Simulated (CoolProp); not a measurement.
Vapour-liquid equilibrium of CH3F (R41) (1) + chloromethane (R40) (2) at 256.2 K; x and y are mole fractions of (1).

Computed with CoolProp (multi-fluid Helmholtz-energy mixture model, Lemmon 2006 and Thol 2014; pair parameters Bell 2016).

```csv
x,"bubble pressure, mixture model (MPa)","bubble pressure, Raoult's law (MPa)","y, mixture model","y, Raoult's law"
0.05,0.1956,0.1920,0.325,0.326
0.2,0.3725,0.3592,0.684,0.697
0.35,0.5431,0.5265,0.812,0.832
0.5,0.7054,0.6937,0.879,0.902
0.65,0.8618,0.8609,0.923,0.945
0.8,1.019,1.028,0.958,0.973
0.95,1.189,1.195,0.989,0.994
```

The largest gap from Raoult's law is +3.7 % in bubble pressure, at x = 0.2. No azeotrope shows between x = 0.05 and 0.95.

Pair parameters are fitted to limited data, so mixtures are less certain than the pure fluids. The gap from Raoult's law changes sign with composition, which may be real or a fault of the pair parameters; it wasn't checked against measurements.
